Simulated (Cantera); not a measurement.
Mixture: 9.02 % CH3OH, 12.3 % O2, 78.7 % N2, at 6000 Torr, adiabatic and at constant pressure. Ignition delay is the time to a rise of 400 K.

Cantera simulation using GRI-Mech 3.0 (53 species, 325 reactions); the numbers are that mechanism's predictions, not measurements. GRI-Mech 3.0 was tuned for natural gas; its chemistry of methanol as a main component is partial and can be far from experiment.

### Question
Predict: delay at 1200 K; delay at 1300 K; delay at 1400 K; delay at 1500 K; delay at 1600 K; delay at 1700 K; delay at 1800 K; apparent activation energy between 1600 and 1800 K.

### Answer
- delay at 1200 K: 1.96 ms
- delay at 1300 K: 0.426 ms
- delay at 1400 K: 0.122 ms
- delay at 1500 K: 43.7 µs
- delay at 1600 K: 18.9 µs
- delay at 1700 K: 9.36 µs
- delay at 1800 K: 5.23 µs
- apparent activation energy between 1600 and 1800 K: 150 kJ/mol
